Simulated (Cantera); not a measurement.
Input (Python, Cantera) and output of one run.

```python
import numpy as np
import cantera as ct

gas_names = """
    C CH CH2 CH3 CH2OH CH3O CH4 CH3OH CO COS CO2 COOH CS CS2 C2 C2H CHCO,ketyl C2H2,acetylene
    C2H2,vinylidene CH2CO,ketene C2H3,vinyl CH3CO,acetyl C2H4 C2H4O,ethylen CH3CHO,ethanal CH3COOH
    (HCOOH)2 C2H5 C2H6 CH3OCH3 C2H5OH C2O C3 C3H3,propargyl C3H4,allene C3H4,propyne C3H4,cyclo-
    C3H5,allyl C3H6,propylene C3H6,cyclo- C3H6O C3H7,n-propyl C3H7,i-propyl C3H8 C3H8O,1propanol
    C3H8O,2propanol C3O2 C4 C4H2 C4H4,1,3-cyclo- C4H6,butadiene C4H6,2-butyne C4H6,cyclo- C4H8,1-butene
    C4H8,cis2-buten C4H8,tr2-butene C4H8,isobutene C4H8,cyclo- (CH3COOH)2 C4H9,n-butyl C4H9,i-butyl
    C4H9,s-butyl C4H9,t-butyl C4H10,isobutane C4H10,n-butane C5 C5H6,1,3cyclo- C5H8,cyclo-
    C5H10,1-pentene C5H10,cyclo- C5H11,pentyl C5H11,t-pentyl C5H12,n-pentane C5H12,i-pentane
    CH3C(CH3)2CH3 C6H2 C6H5,phenyl C6H5O,phenoxy C6H6 C6H5OH,phenol C6H10,cyclo- C6H12,1-hexene
    C6H12,cyclo- C6H13,n-hexyl C7H7,benzyl C7H8 C7H8O,cresol C7H14,1-heptene C7H15,n-heptyl
    C7H16,n-heptane C8H8,styrene C8H10,ethylbenz C8H16,1-octene C8H17,n-octyl C8H18,isooctane
    C8H18,n-octane C9H19,n-nonyl C10H8,naphthale C10H21,n-decyl C12H9,o-bipheny C12H10,bipheny H HCO HO2
    H2 HCHO,formaldehy HCOOH H2O H2O2 H2S H2SO4 Mg MgH MgO MgOH MgO2H2 MgS Mg2 O OH O2 O3 S SH SO SO2
    SO3 S2 S2O S8
""".split()
cond_names = """
    C(gr) C6H6(L) C7H8(L) C8H18(L),n-octa H2O(s) H2O(L) H2SO4(L) Mg(cr) Mg(L) MgCO3(s) MgO(s) MgO(L)
    MgO2H2(s) MgS(s) MgSO4(s) MgSO4(L) S(cr1) S(cr2) S(L)
""".split()


def load(file, names, dense=False):
    # The tables refer to 1 bar. Condensed volumes are neglected.
    table = {s.name: s for s in ct.Species.list_from_file(file)}
    out = []
    for n in names:
        d = dict(table[n].input_data)
        d["thermo"] = dict(d["thermo"], **{"reference-pressure": 1e5})
        if dense:
            d["equation-of-state"] = {"model": "constant-volume", "density": "1e6 g/cm^3"}
        out.append(ct.Species.from_dict(d))
    return out


gas = ct.Solution(thermo="ideal-gas", species=load("nasa_gas.yaml", gas_names))
cond = {s.name: ct.Solution(thermo="fixed-stoichiometry", species=[s], name=s.name)
        for s in load("nasa_condensed.yaml", cond_names, dense=True)}
atoms = {
    'MgSO4': {'Mg': 1, 'S': 1, 'O': 4},
    'C': {'C': 1},
    'H2O': {'H': 2, 'O': 1},
}
top_T = {'C(gr)': 4500, 'MgS(s)': 2250}  # K; cautious upper limits of use, not melting points


def equilibrate(T, P, feed):
    n = {}
    for name, mol in feed.items():
        for a, k in atoms[name].items():
            n[a] = n.get(a, 0.0) + k * mol
    gas.TPX = T, P, n
    mass = sum(n.values()) * gas.mean_molecular_weight
    gas.equilibrate("TP")
    valid = [c for c in cond.values() if c.min_temp <= T <= top_T.get(c.name, c.max_temp)]
    mix = ct.Mixture([(gas, mass / gas.mean_molecular_weight)] + [(c, 0.0) for c in valid])
    mix.T, mix.P = T, P
    mix.equilibrate("TP", solver="vcs", rtol=1e-11, max_steps=5000)
    return mix


results = []
feed = {'MgSO4': 1, 'C': 0.44, 'H2O': 0.041}  # mol
P = 530  # Pa
for T in [1298, 1348, 1398, 1448, 1498, 1548, 1598, 1648, 1698, 1748, 1798, 1848, 1898]:
    mix = equilibrate(T, P, feed)
    results.append((T, P, feed, dict(zip(mix.species_names, mix.species_moles))))

top = {s: max(r[3][s] / sum(r[3][g] for g in gas_names) for r in results) for s in gas_names}
cols = sorted((s for s in top if top[s] > 0.0001), key=lambda s: -top[s])[:5]
seen = [c for c in cond_names if any(r[3].get(c, 0) > 1e-12 for r in results)]
print("log10 of partial pressures in bar; condensed amounts in mol")
print(f"{'T/K':>10s}" + "".join(f"{s[:9]:>10s}" for s in cols + seen))
for T, P, feed, n in results:
    ng = sum(n[g] for g in gas_names)
    print(f"{T:10.4g}" + "".join(f"{np.log10(max(n[s] / ng * P / 1e5, 1e-99)):10.3f}" for s in cols)
          + "".join(f"{n.get(c, 0):10.4g}" for c in seen))
```

Result:

```
log10 of partial pressures in bar; condensed amounts in mol
       T/K       SO2       CO2        O2       H2O        CO    MgO(s)
      1298    -2.464    -2.820    -3.692    -3.851    -7.807         1
      1348    -2.464    -2.820    -3.690    -3.851    -7.388         1
      1398    -2.464    -2.820    -3.689    -3.851    -6.999         1
      1448    -2.464    -2.820    -3.688    -3.851    -6.637         1
      1498    -2.464    -2.820    -3.687    -3.852    -6.300         1
      1548    -2.464    -2.820    -3.686    -3.852    -5.985         1
      1598    -2.464    -2.821    -3.685    -3.853    -5.690         1
      1648    -2.464    -2.821    -3.683    -3.854    -5.414         1
      1698    -2.464    -2.822    -3.679    -3.856    -5.156         1
      1748    -2.465    -2.824    -3.674    -3.858    -4.915         1
      1798    -2.465    -2.827    -3.665    -3.861    -4.690         1
      1848    -2.467    -2.832    -3.652    -3.865    -4.482         1
      1898    -2.468    -2.838    -3.632    -3.872    -4.291         1
```

Equilibrium computed with Cantera from the NASA thermochemical tables; the gas is ideal and each condensed phase is pure.
